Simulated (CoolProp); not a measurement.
The fluid at 298.22 K and 0.674 MPa is throttled through a valve to 0.187 MPa with no heat exchange. The same conditions are run with several fluids, on thermodynamics alone (safety and materials aside).

Model: reference Helmholtz-energy equation of state of each fluid (C3F8 (R218): Lemmon 2006; hydrogen sulfide: Lemmon 2006; R143a: Lemmon and Jacobsen 2000; nitrous oxide: Lemmon 2006; R13: Platzer 1990), in CoolProp. The equations of Platzer and Polt are older, rougher fits.

**Question.** Rank C3F8 (R218), hydrogen sulfide, R143a, nitrous oxide, R13 by temperature change (K), highest first.

**Answer.** nitrous oxide (-5.5), R13 (-5.8), C3F8 (R218) (-7.6), hydrogen sulfide (-8.7), R143a (-10.0)

```csv
fluid,final density (kg/m³)
C3F8 (R218),15.2
hydrogen sulfide,2.69
R143a,6.80
nitrous oxide,3.42
R13,8.18
```
